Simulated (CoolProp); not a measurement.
Cyclohexane along the isobar 0.603 MPa: density (kg/m³) from the reference equation and from simpler models built on Tc = 553.6 K, pc = 4.081 MPa, ω = 0.209; each cubic takes its own stable root.

Values from CoolProp's reference Helmholtz-energy equation of state, Zhou 2014.

```tsv
T (K)	phase	reference
496.6	gas	13.30
510.4	gas	12.84
524.1	gas	12.42
537.8	gas	12.04
551.5	gas	11.68
565.2	gas	11.35
578.9	gas	11.04
592.6	gas	10.74
606.3	gas	10.47
620	gas	10.21
```

**Question.** How far does each simpler model (ideal gas, van der Waals, Soave-Redlich-Kwong, Peng-Robinson) lie from the reference over these 10 states: mean and median of the absolute difference, and the worst?

**Answer.** 
- ideal gas: mean 5.2 %, median 5.0 %, worst -7.6 % at 496.6 K and 0.603 MPa
- van der Waals: mean 0.7 %, median 0.6 %, worst -1.7 % at 496.6 K and 0.603 MPa
- Soave-Redlich-Kwong: mean 0.0 %, median 0.0 %, worst -0.1 % at 620 K and 0.603 MPa
- Peng-Robinson: mean 0.6 %, median 0.6 %, worst +0.6 % at 510.4 K and 0.603 MPa
